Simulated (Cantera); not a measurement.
Feed: 1 mol PbO, 0.4 mol H2, 0.071 mol H2O, held at 0.0310 bar.

These are equilibrium values from Cantera (NASA tables, ideal gas, pure condensed phases), not measurements of a reactor. Candidate condensed phases: H2O, Pb, PbO, PbO2, Pb3O4; 12 gas species. Each liquid is taken as pure. Mutual solubility and eutectic melting of coexisting phases are not modelled. Gases not in the tables: (PbO)n polymers. Rates play no part.

Task: At 1398 K, list the 7 most abundant gas species with their mole fractions, and the condensed phases.

Result: H2O 0.654, Pb 0.275, PbO 0.0701, H2 0.000476, Pb2 5.72e-5, OH 1.59e-5, O2 1.17e-5. Condensed: Pb(l) + PbO(l).
